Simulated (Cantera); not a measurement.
## Thermodynamics of metals in furnace atmospheres, feed Fe + H2S + H2

A closed system holds: 1 mol Fe, 0.02 mol H2S, 1.7 mol H2, held at 263 Torr.

Cantera equilibrium calculation (NASA polynomials, part measured and part estimated; ideal gas, pure solids and liquids). Candidate condensed phases: Fe, FeS, FeS2, S; 8 gas species. Metal and sulfide melt together well below either melting point, which pure phases cannot show. Mutual solubility and eutectic melting of coexisting phases are not modelled. FeS: taken at fixed stoichiometry. Gases not in the tables: S3 to S7. The numbers say what is thermodynamically allowed, not how fast it happens.

From 1123 K to 1173 K the condensed part is Fe(α) + FeS(s). From 1223 K to 1373 K the condensed part is Fe(γ) + FeS(s). From 1423 K to 1623 K the condensed part is Fe(γ). From 1673 K to 1773 K the condensed part is Fe(δ).

```tsv
T (K)	log p H2	log p H2S	log p SH	log p H	n Fe(α)	n FeS(s)	n Fe(γ)	n Fe(δ)
1123	-0.46	-3.03	-7.08	-7.60	0.985	0.0154	0	0
1173	-0.46	-2.90	-6.62	-7.16	0.986	0.0138	0	0
1223	-0.46	-2.78	-6.20	-6.75	0	0.0118	0.988	0
1273	-0.46	-2.66	-5.81	-6.38	0	0.00934	0.991	0
1323	-0.46	-2.56	-5.45	-6.03	0	0.00649	0.994	0
1373	-0.46	-2.47	-5.12	-5.71	0	0.00320	0.997	0
1423	-0.46	-2.39	-4.82	-5.41	0	0	1.00	0
1473	-0.46	-2.39	-4.62	-5.13	0	0	1.00	0
1523	-0.46	-2.40	-4.43	-4.87	0	0	1.000	0
1573	-0.46	-2.40	-4.25	-4.62	0	0	1.000	0
1623	-0.46	-2.41	-4.09	-4.39	0	0	1.000	0
1673	-0.46	-2.41	-3.94	-4.17	0	0	0	1.000
1723	-0.46	-2.42	-3.80	-3.97	0	0	0	1.000
1773	-0.46	-2.43	-3.67	-3.78	0	0	0	1.000
```
log p: log10 of the partial pressure in bar; n: condensed amount in mol.
